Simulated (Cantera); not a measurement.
What does this Cantera script print?

```python
import numpy as np
import cantera as ct

gas = ct.Solution("gri30.yaml")
gas.TPX = 1973, 19000, {'C3H8': 4.8, 'H2': 35}
reactor = ct.IdealGasConstPressureReactor(gas, energy="off", clone=False)
net = ct.ReactorNet([reactor])
net.rtol, net.atol = 1e-08, 1e-18
show = ['C3H8', 'H2', 'C2H4', 'C2H', 'CH2', 'CH3']
times = np.geomspace(4e-06, 40, 11)

steps = ct.SolutionArray(gas, extra=["t"])
rows = []
print(f"{'t/s':>10s}{'T/K':>9s}{'P/Pa':>11s}" + "".join(f"{s:>11s}" for s in show))
for t in times:
    while net.time < t:
        t_next = net.step()
        steps.append(gas.state, t=t_next)
    rows.append([np.interp(t, steps.t, y) for y in (steps.T, steps.P, *steps(*show).X.T)])
    print(f"{t:10.3e}{rows[-1][0]:9.1f}{rows[-1][1]:11.4g}" + "".join(f"{x:11.3e}" for x in rows[-1][2:]))
rate = np.gradient(steps.T, steps.t)
print("integrator steps:", len(steps.t))
if steps.T.max() > steps.T[0] + 200:
    print(f"time of steepest temperature rise: {steps.t[rate.argmax()]:.4e} s")
gas.TPX = 1973, 19000, {'C3H8': 4.8, 'H2': 35}
gas.equilibrate("TP")
print(f"equilibrium (TP): T = {gas.T:.1f} K  " + "  ".join(f"{s} {gas[s].X[0]:.3e}" for s in show))
```

Result:

```
       t/s      T/K       P/Pa       C3H8         H2       C2H4        C2H        CH2        CH3
 4.000e-06   1973.0    1.9e+04  4.463e-02  8.151e-01  3.963e-02  1.154e-07  8.768e-05  3.959e-02
 2.005e-05   1973.0    1.9e+04  9.413e-06  7.717e-01  3.607e-02  7.464e-06  6.653e-05  2.093e-02
 1.005e-04   1973.0    1.9e+04  2.026e-07  7.908e-01  7.332e-03  4.978e-06  1.672e-05  7.400e-03
 5.036e-04   1973.0    1.9e+04  5.940e-08  8.064e-01  1.481e-03  4.473e-06  9.676e-06  4.662e-03
 2.524e-03   1973.0    1.9e+04  9.243e-09  8.346e-01  5.220e-04  5.609e-06  6.656e-06  2.570e-03
 1.265e-02   1973.0    1.9e+04  1.959e-10  8.568e-01  1.918e-04  6.946e-06  2.629e-06  7.326e-04
 6.340e-02   1973.0    1.9e+04  2.701e-12  8.629e-01  1.695e-04  7.478e-06  6.359e-07  1.530e-04
 3.177e-01   1973.0    1.9e+04  5.970e-13  8.638e-01  1.692e-04  7.543e-06  2.863e-07  6.705e-05
 1.592e+00   1973.0    1.9e+04  5.828e-13  8.638e-01  1.692e-04  7.544e-06  2.817e-07  6.594e-05
 7.981e+00   1973.0    1.9e+04  5.828e-13  8.638e-01  1.692e-04  7.544e-06  2.817e-07  6.594e-05
 4.000e+01   1973.0    1.9e+04  5.828e-13  8.638e-01  1.692e-04  7.544e-06  2.817e-07  6.594e-05
integrator steps: 1396
equilibrium (TP): T = 1973.0 K  C3H8 5.829e-13  H2 8.638e-01  C2H4 1.692e-04  C2H 7.544e-06  CH2 2.818e-07  CH3 6.595e-05
```

Computed with Cantera and GRI-Mech 3.0 (53 species, 325 reactions). GRI-Mech 3.0 was tuned for natural gas; its chemistry of propane as a main component is partial and can be far from experiment. GRI-Mech 3.0 stops at C3 and has no aromatics, soot or wall deposition, so with more carbon than oxygen in the feed, carbon stays in small species such as C2H2 where larger ones or solid carbon would form.
